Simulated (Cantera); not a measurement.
Moist CO burnout

An isothermal, constant-pressure homogeneous reactor starts with 0.763 % CO, 5.94 % O2, 4.61 % H2O, 88.7 % N2, at 1275 K and 0.730 bar.

Cantera simulation using GRI-Mech 3.0 (53 species, 325 reactions); the numbers are that mechanism's predictions, not measurements.

| t (s) | x CO | x O2 | x H2O | x N2O | x H2O2 | x NO2 | x H2 |
|---|---|---|---|---|---|---|---|
| 2.00e-6 | 0.00763 | 0.0594 | 0.0461 | <1e-12 | <1e-12 | <1e-12 | <1e-12 |
| 1.03e-5 | 0.00763 | 0.0594 | 0.0461 | <1e-12 | <1e-12 | <1e-12 | <1e-12 |
| 5.28e-5 | 0.00763 | 0.0594 | 0.0461 | <1e-12 | <1e-12 | <1e-12 | 2.04e-11 |
| 0.000271 | 0.00763 | 0.0594 | 0.0461 | <1e-12 | 7.31e-12 | <1e-12 | 2.96e-9 |
| 0.00139 | 0.00690 | 0.0589 | 0.0459 | 1.32e-8 | 3.71e-7 | 2.26e-12 | 6.39e-5 |
| 0.00717 | 0.000405 | 0.0560 | 0.0462 | 2.61e-7 | 1.92e-7 | 4.17e-10 | 2.00e-5 |
| 0.0368 | 1.30e-5 | 0.0558 | 0.0463 | 3.16e-7 | 1.71e-8 | 5.52e-10 | 7.93e-7 |
| 0.189 | 1.99e-7 | 0.0558 | 0.0463 | 2.85e-7 | 1.53e-9 | 2.25e-10 | 4.81e-8 |
| 0.973 | 3.89e-9 | 0.0558 | 0.0463 | 1.36e-7 | 4.51e-10 | 2.50e-10 | 1.36e-8 |
| 5.00 | 3.51e-9 | 0.0558 | 0.0463 | 1.33e-8 | 4.22e-10 | 2.60e-10 | 1.28e-8 |
x: mole fraction; the columns are a selection and need not sum to one.

Equilibrium at this temperature and pressure: CO 3.51e-9, O2 0.0557, H2O 0.0463, N2O 1.13e-8, H2O2 4.21e-10, NO2 9.75e-7, H2 1.28e-8 (gas phase only).
